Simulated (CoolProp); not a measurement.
Fluorine at several states: density (kg/m³) from the reference equation and from simpler models built on Tc = -128.7 °C, pc = 5.240 MPa, ω = 0.045; each cubic takes its own stable root.

Values from CoolProp's reference Helmholtz-energy equation of state, de Reuck 1990.

```
T (°C)   p (MPa)   phase  reference
-------  -------  ------  ---------
-195.75   0.0445  liquid       1554
-35.25     0.538     gas      10.40
-113.65    0.179     gas      5.171
-142.95     0.67     gas      25.04
-176.95     1.46  liquid       1424
```

Q: How far does each simpler model (Redlich-Kwong, Peng-Robinson) lie from the reference over these 5 states: mean and median of the absolute difference, and the worst?

A: 
- Redlich-Kwong: mean 0.4 %, median 0.1 %, worst +1.5 % at -195.75 °C and 0.0445 MPa
- Peng-Robinson: mean 5.4 %, median 0.6 %, worst +13.3 % at -195.75 °C and 0.0445 MPa
